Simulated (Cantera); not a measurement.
# Diamond growth

A diamond (100) surface in a fixed gas of H2 with x(CH4) = 0.016, x(H) = 0.0002, at 1250 K, 1500 Pa; coverages are run to steady state.

Model: the Harris–Goodwin 1993 mechanism for the reconstructed diamond (100) surface, integrated in Cantera.

| x(CH3) | growth (µm/h) | θ c6HH | θ c6H* | θ c6*H | θ c6** | θ c6HM |
|---|---|---|---|---|---|---|
| 1e-06 | 0.000260 | 0.550 | 0.0348 | 0.405 | 0.00980 | 1.09e-6 |
| 2.4e-06 | 0.000624 | 0.550 | 0.0348 | 0.405 | 0.00979 | 2.63e-6 |
| 5.9e-06 | 0.00153 | 0.550 | 0.0348 | 0.405 | 0.00978 | 6.45e-6 |
| 1.4e-05 | 0.00363 | 0.550 | 0.0348 | 0.405 | 0.00977 | 1.53e-5 |
| 3.5e-05 | 0.00902 | 0.550 | 0.0348 | 0.405 | 0.00972 | 3.82e-5 |
| 8.4e-05 | 0.0214 | 0.550 | 0.0347 | 0.405 | 0.00960 | 9.16e-5 |
| 0.0002 | 0.0497 | 0.549 | 0.0347 | 0.404 | 0.00935 | 0.000217 |
| 0.0005 | 0.117 | 0.548 | 0.0346 | 0.403 | 0.00875 | 0.000537 |
| 0.0012 | 0.245 | 0.545 | 0.0344 | 0.400 | 0.00761 | 0.00126 |
θ: site fractions in the mechanism's names (c6HH fully hydrogenated, c6H* and c6*H radical sites, c6** diradical, c6HM methylated).
